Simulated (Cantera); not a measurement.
A Cantera script and its output.

```python
import numpy as np
import cantera as ct

gas = ct.Solution("gri30.yaml")
gas.TPX = 1648, 100000, {'CH4': 1, 'N2': 9.3}
reactor = ct.IdealGasConstPressureReactor(gas, energy="off", clone=False)
net = ct.ReactorNet([reactor])
net.rtol, net.atol = 1e-08, 1e-18
show = ['CH4', 'H', 'C2H2', 'CH2', 'CH3']
times = np.geomspace(0.0002, 3, 14)

steps = ct.SolutionArray(gas, extra=["t"])
rows = []
print(f"{'t/s':>10s}{'T/K':>9s}{'P/Pa':>11s}" + "".join(f"{s:>11s}" for s in show))
for t in times:
    while net.time < t:
        t_next = net.step()
        steps.append(gas.state, t=t_next)
    rows.append([np.interp(t, steps.t, y) for y in (steps.T, steps.P, *steps(*show).X.T)])
    print(f"{t:10.3e}{rows[-1][0]:9.1f}{rows[-1][1]:11.4g}" + "".join(f"{x:11.3e}" for x in rows[-1][2:]))
rate = np.gradient(steps.T, steps.t)
print("integrator steps:", len(steps.t))
if steps.T.max() > steps.T[0] + 200:
    print(f"time of steepest temperature rise: {steps.t[rate.argmax()]:.4e} s")
gas.TPX = 1648, 100000, {'CH4': 1, 'N2': 9.3}
gas.equilibrate("TP")
print(f"equilibrium (TP): T = {gas.T:.1f} K  " + "  ".join(f"{s} {gas[s].X[0]:.3e}" for s in show))
```

It prints:

```
       t/s      T/K       P/Pa        CH4          H       C2H2        CH2        CH3
 2.000e-04   1648.0      1e+05  9.689e-02  2.347e-07  5.018e-08  1.125e-08  1.511e-04
 4.191e-04   1648.0      1e+05  9.661e-02  3.801e-07  8.819e-07  2.916e-08  2.472e-04
 8.780e-04   1648.0      1e+05  9.581e-02  7.602e-07  1.279e-05  6.323e-08  3.692e-04
 1.840e-03   1648.0      1e+05  9.331e-02  1.860e-06  1.596e-04  1.158e-07  5.012e-04
 3.855e-03   1648.0      1e+05  8.675e-02  4.425e-06  1.443e-03  1.386e-07  5.295e-04
 8.076e-03   1648.0      1e+05  7.586e-02  7.829e-06  6.411e-03  1.002e-07  4.150e-04
 1.692e-02   1648.0      1e+05  6.215e-02  1.177e-05  1.422e-02  6.840e-08  3.069e-04
 3.546e-02   1648.0      1e+05  4.628e-02  1.625e-05  2.229e-02  4.699e-08  2.175e-04
 7.429e-02   1648.0      1e+05  3.032e-02  2.105e-05  2.992e-02  3.069e-08  1.411e-04
 1.557e-01   1648.0      1e+05  1.728e-02  2.551e-05  3.598e-02  1.836e-08  8.183e-05
 3.261e-01   1648.0      1e+05  8.852e-03  2.888e-05  3.984e-02  1.001e-08  4.304e-05
 6.834e-01   1648.0      1e+05  4.427e-03  3.094e-05  4.184e-02  5.251e-09  2.198e-05
 1.432e+00   1648.0      1e+05  2.522e-03  3.195e-05  4.270e-02  3.077e-09  1.268e-05
 3.000e+00   1648.0      1e+05  1.976e-03  3.227e-05  4.295e-02  2.436e-09  9.981e-06
integrator steps: 1487
equilibrium (TP): T = 1648.0 K  CH4 1.120e-03  H 3.247e-05  C2H2 1.413e-02  CH2 1.368e-09  CH3 5.631e-06
```

Model: GRI-Mech 3.0 (53 species, 325 reactions), integrated in Cantera. GRI-Mech 3.0 stops at C3 and has no aromatics, soot or wall deposition, so with more carbon than oxygen in the feed, carbon stays in small species such as C2H2 where larger ones or solid carbon would form.
